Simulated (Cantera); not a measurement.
What does this Cantera script print?

```python
import numpy as np
import cantera as ct

gas_names = """
    C CH CH2 CH3 CH2OH CH3O CH4 CH3OH CO CO2 COOH C2 C2H CHCO,ketyl C2H2,acetylene C2H2,vinylidene
    CH2CO,ketene C2H3,vinyl CH3CO,acetyl C2H4 C2H4O,ethylen CH3CHO,ethanal CH3COOH (HCOOH)2 C2H5 C2H6
    CH3OCH3 C2H5OH C2O C3 C3H3,propargyl C3H4,allene C3H4,propyne C3H4,cyclo- C3H5,allyl C3H6,propylene
    C3H6,cyclo- C3H6O C3H7,n-propyl C3H7,i-propyl C3H8 C3H8O,1propanol C3H8O,2propanol C3O2 C4 C4H2
    C4H4,1,3-cyclo- C4H6,butadiene C4H6,2-butyne C4H6,cyclo- C4H8,1-butene C4H8,cis2-buten
    C4H8,tr2-butene C4H8,isobutene C4H8,cyclo- (CH3COOH)2 C4H9,n-butyl C4H9,i-butyl C4H9,s-butyl
    C4H9,t-butyl C4H10,isobutane C4H10,n-butane C5 C5H6,1,3cyclo- C5H8,cyclo- C5H10,1-pentene
    C5H10,cyclo- C5H11,pentyl C5H11,t-pentyl C5H12,n-pentane C5H12,i-pentane CH3C(CH3)2CH3 C6H2
    C6H5,phenyl C6H5O,phenoxy C6H6 C6H5OH,phenol C6H10,cyclo- C6H12,1-hexene C6H12,cyclo- C6H13,n-hexyl
    C7H7,benzyl C7H8 C7H8O,cresol C7H14,1-heptene C7H15,n-heptyl C7H16,n-heptane C8H8,styrene
    C8H10,ethylbenz C8H16,1-octene C8H17,n-octyl C8H18,isooctane C8H18,n-octane C9H19,n-nonyl
    C10H8,naphthale C10H21,n-decyl C12H9,o-bipheny C12H10,bipheny H HCO HO2 H2 HCHO,formaldehy HCOOH H2O
    H2O2 O OH O2 O3 Si SiC SiC2 SiC4H12 SiH SiH2 SiH3 SiH4 SiO SiO2 Si2 Si2C Si3
""".split()
cond_names = """
    C(gr) C6H6(L) C7H8(L) C8H18(L),n-octa H2O(s) H2O(L) Si(cr) Si(L) SiC(b) SiO2(Lqz) SiO2(hqz) SiO2(L)
""".split()


def load(file, names, dense=False):
    # The tables refer to 1 bar. Condensed volumes are neglected.
    table = {s.name: s for s in ct.Species.list_from_file(file)}
    out = []
    for n in names:
        d = dict(table[n].input_data)
        d["thermo"] = dict(d["thermo"], **{"reference-pressure": 1e5})
        if dense:
            d["equation-of-state"] = {"model": "constant-volume", "density": "1e6 g/cm^3"}
        out.append(ct.Species.from_dict(d))
    return out


gas = ct.Solution(thermo="ideal-gas", species=load("nasa_gas.yaml", gas_names))
cond = {s.name: ct.Solution(thermo="fixed-stoichiometry", species=[s], name=s.name)
        for s in load("nasa_condensed.yaml", cond_names, dense=True)}
atoms = {
    'SiC': {'Si': 1, 'C': 1},
    'H2O': {'H': 2, 'O': 1},
    'H2': {'H': 2},
}
top_T = {'C(gr)': 4500, 'SiC(b)': 3050}  # K; cautious upper limits of use, not melting points


def equilibrate(T, P, feed):
    n = {}
    for name, mol in feed.items():
        for a, k in atoms[name].items():
            n[a] = n.get(a, 0.0) + k * mol
    gas.TPX = T, P, n
    mass = sum(n.values()) * gas.mean_molecular_weight
    gas.equilibrate("TP")
    valid = [c for c in cond.values() if c.min_temp <= T <= top_T.get(c.name, c.max_temp)]
    mix = ct.Mixture([(gas, mass / gas.mean_molecular_weight)] + [(c, 0.0) for c in valid])
    mix.T, mix.P = T, P
    mix.equilibrate("TP", solver="vcs", rtol=1e-11, max_steps=5000)
    return mix


results = []
T = 1750  # K
P = 240  # Pa
for m in [0.13, 0.22, 0.36, 0.59, 0.96, 1.6, 2.6, 4.3]:
    feed = {'SiC': 1, 'H2O': m, 'H2': 110}  # mol
    mix = equilibrate(T, P, feed)
    results.append((T, P, feed, dict(zip(mix.species_names, mix.species_moles))))

top = {s: max(r[3][s] / sum(r[3][g] for g in gas_names) for r in results) for s in gas_names}
cols = sorted((s for s in top if top[s] > 0.0001), key=lambda s: -top[s])[:6]
seen = [c for c in cond_names if any(r[3].get(c, 0) > 1e-12 for r in results)]
print("log10 of partial pressures in bar; condensed amounts in mol")
print(f"{'n(H2O)':>10s}" + "".join(f"{s[:9]:>10s}" for s in cols + seen))
for T, P, feed, n in results:
    ng = sum(n[g] for g in gas_names)
    print(f"{feed['H2O']:10.4g}" + "".join(f"{np.log10(max(n[s] / ng * P / 1e5, 1e-99)):10.3f}" for s in cols)
          + "".join(f"{n.get(c, 0):10.4g}" for c in seen))
```

Output:

```
log10 of partial pressures in bar; condensed amounts in mol
    n(H2O)        H2       H2O       SiO        CO         H        Si    SiC(b)
      0.13    -2.622   -10.751    -5.916    -5.794    -4.945    -6.445    0.9256
      0.22    -2.623   -10.521    -5.662    -5.586    -4.945    -6.422    0.8801
      0.36    -2.623   -10.308    -5.435    -5.387    -4.945    -6.408    0.8098
      0.59    -2.624   -10.096    -5.212    -5.182    -4.946    -6.399    0.6945
      0.96    -2.626    -9.889    -4.998    -4.979    -4.946    -6.394    0.5093
       1.6    -2.628    -9.674    -4.777    -4.766    -4.947    -6.390    0.1891
       2.6    -2.632    -4.903    -4.680    -4.681    -4.949   -11.067         0
       4.3    -2.638    -4.326    -4.686    -4.689    -4.953   -11.657         0
```

Method: chemical equilibrium by Gibbs-energy minimisation in Cantera with the NASA 1993 tables (ideal gas, pure condensed phases).
